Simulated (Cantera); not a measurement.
Input (Python, Cantera) and output of one run.

```python
import numpy as np
import cantera as ct

gas_names = """
    H HNO HNO2 HNO3 HO2 H2 H2O H2O2 N NH NH2 NH3 NH2OH NO NO2 NO3 N2 N2H2 N2H4 N2O O OH O2 O3
""".split()
cond_names = """
    H2O(s) H2O(L)
""".split()


# ... load() reads the species with a 1 bar reference pressure and builds the phases ...
atoms = {
    'N2O': {'N': 2, 'O': 1},
    'O2': {'O': 2},
    'H2': {'H': 2},
}
top_T = {}  # K; cautious upper limits of use, not melting points


# ... equilibrate(T, P, feed) seeds the gas with the atoms and calls Mixture.equilibrate('TP', solver="vcs", rtol=1e-11, max_steps=5000) ...
results = []
feed = {'N2O': 1, 'O2': 0.88, 'H2': 0.076}  # mol
P = 900  # Pa
for T in [1025, 1225, 1425, 1625, 1825, 2025, 2225, 2425, 2625, 2825, 3025, 3225]:
    mix = equilibrate(T, P, feed)
    results.append((T, P, feed, dict(zip(mix.species_names, mix.species_moles))))
    x = sorted(zip(gas.X, gas.species_names), reverse=True)
    print(f"T = {T:g} K  P = {P:g} Pa  gas = {mix.phase_moles(0):.4g} mol")
    print("   x: " + "  ".join(f"{s} {v:.3e}" for v, s in x if v > 0.0001))
    print("   condensed (mol): " + ("  ".join(f"{mix.phase(i).name} {mix.phase_moles(i):.4g}"
          for i in range(1, mix.n_phases) if mix.phase_moles(i) > 1e-12) or "none"))
```

It prints:

```
T = 1025 K  P = 900 Pa  gas = 2.418 mol
   x: O2 5.550e-01  N2 4.135e-01  H2O 3.143e-02
   condensed (mol): none
T = 1225 K  P = 900 Pa  gas = 2.418 mol
   x: O2 5.549e-01  N2 4.134e-01  H2O 3.143e-02  NO 2.776e-04
   condensed (mol): none
T = 1425 K  P = 900 Pa  gas = 2.418 mol
   x: O2 5.545e-01  N2 4.131e-01  H2O 3.138e-02  NO 9.785e-04
   condensed (mol): none
T = 1625 K  P = 900 Pa  gas = 2.418 mol
   x: O2 5.534e-01  N2 4.122e-01  H2O 3.117e-02  NO 2.526e-03  OH 4.934e-04  O 1.526e-04
   condensed (mol): none
T = 1825 K  P = 900 Pa  gas = 2.421 mol
   x: O2 5.507e-01  N2 4.105e-01  H2O 3.044e-02  NO 5.282e-03  OH 1.825e-03  O 1.202e-03
   condensed (mol): none
T = 2025 K  P = 900 Pa  gas = 2.429 mol
   x: O2 5.434e-01  N2 4.069e-01  H2O 2.848e-02  NO 9.475e-03  O 6.284e-03  OH 5.076e-03  H 2.414e-04  H2 1.416e-04
   condensed (mol): none
T = 2225 K  P = 900 Pa  gas = 2.458 mol
   x: O2 5.243e-01  N2 3.994e-01  H2O 2.419e-02  O 2.415e-02  NO 1.502e-02  OH 1.105e-02  H 1.478e-03  H2 4.689e-04
   condensed (mol): none
T = 2425 K  P = 900 Pa  gas = 2.534 mol
   x: O2 4.802e-01  N2 3.840e-01  O 7.232e-02  NO 2.119e-02  OH 1.851e-02  H2O 1.666e-02  H 6.073e-03  H2 1.036e-03
   condensed (mol): none
T = 2625 K  P = 900 Pa  gas = 2.702 mol
   x: O2 3.964e-01  N2 3.570e-01  O 1.730e-01  NO 2.621e-02  OH 2.199e-02  H 1.641e-02  H2O 7.587e-03  H2 1.345e-03
   condensed (mol): none
T = 2825 K  P = 900 Pa  gas = 2.989 mol
   x: O 3.300e-01  N2 3.207e-01  O2 2.735e-01  H 2.838e-02  NO 2.773e-02  OH 1.689e-02  H2O 1.883e-03  H2 9.098e-04
   condensed (mol): none
T = 3025 K  P = 900 Pa  gas = 3.347 mol
   x: O 4.975e-01  N2 2.863e-01  O2 1.466e-01  H 3.519e-02  NO 2.478e-02  OH 8.882e-03  H2 3.838e-04  H2O 2.862e-04
   condensed (mol): none
T = 3225 K  P = 900 Pa  gas = 3.636 mol
   x: O 6.111e-01  N2 2.652e-01  O2 6.234e-02  H 3.762e-02  NO 1.945e-02  OH 3.833e-03  N 2.917e-04  H2 1.410e-04
   condensed (mol): none
```

Method: chemical equilibrium by Gibbs-energy minimisation in Cantera with the NASA 1993 tables (ideal gas, pure condensed phases).
